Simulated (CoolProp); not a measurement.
Vapour pressure (MPa) of R11: the reference equation beside estimates from Tc = 471.1 K, pc = 4.408 MPa, ω = 0.189. Clausius-Clapeyron is anchored at 391.8 K with a constant enthalpy of vaporisation of 18.62 kJ/mol.

The numbers come from the reference Helmholtz-energy equation of state, Jacobsen 1992 in CoolProp.

| T (K) | reference | Clausius-Clapeyron | van der Waals | Redlich-Kwong | Soave-Redlich-Kwong | Peng-Robinson |
|---|---|---|---|---|---|---|
| 343.2 | 0.4087 | 0.5362 | 1.080 | 0.5349 | 0.4097 | 0.4070 |
| 351.3 | 0.5003 | 0.6232 | 1.211 | 0.6429 | 0.5023 | 0.4981 |
| 359.4 | 0.6065 | 0.7195 | 1.351 | 0.7655 | … | 0.6038 |
| 367.5 | 0.7286 | 0.8254 | 1.502 | 0.9035 | 0.7335 | 0.7256 |
| 375.6 | 0.8680 | 0.9414 | 1.663 | 1.058 | 0.8750 | 0.8649 |
| 383.7 | 1.026 | 1.068 | 1.835 | 1.230 | 1.036 | 1.023 |
| 391.8 | 1.205 | 1.205 | 2.017 | 1.419 | 1.217 | 1.202 |
| 399.9 | 1.405 | 1.352 | 2.210 | 1.628 | 1.420 | … |
| 408 | 1.628 | 1.511 | 2.415 | 1.857 | 1.648 | 1.628 |
| 416.1 | 1.877 | 1.682 | 2.630 | 2.107 | 1.900 | 1.879 |
| 424.2 | 2.152 | 1.864 | 2.858 | 2.378 | … | 2.157 |
| 432.3 | 2.457 | 2.058 | 3.096 | 2.671 | 2.487 | 2.465 |
| 440.5 | 2.796 | 2.266 | 3.350 | 2.991 | 2.829 | 2.808 |
| 448.6 | 3.165 | 2.484 | 3.613 | 3.332 | … | 3.180 |
| 456.7 | 3.572 | 2.714 | 3.888 | 3.696 | 3.602 | 3.588 |

**Question.** Some entries are withheld; supply them.

**Answer.** 
- 359.4, Soave-Redlich-Kwong: 0.6098
- 399.9, Peng-Robinson: 1.403
- 424.2, Soave-Redlich-Kwong: 2.179
- 448.6, Soave-Redlich-Kwong: 3.199

Absolute difference from the reference over all 15 rows, mean and median: Clausius-Clapeyron 14.4 and 13.4 %, van der Waals 68.0 and 57.3 %, Redlich-Kwong 16.4 and 15.9 %, Soave-Redlich-Kwong 0.9 and 1.0 %, Peng-Robinson 0.3 and 0.4 %.
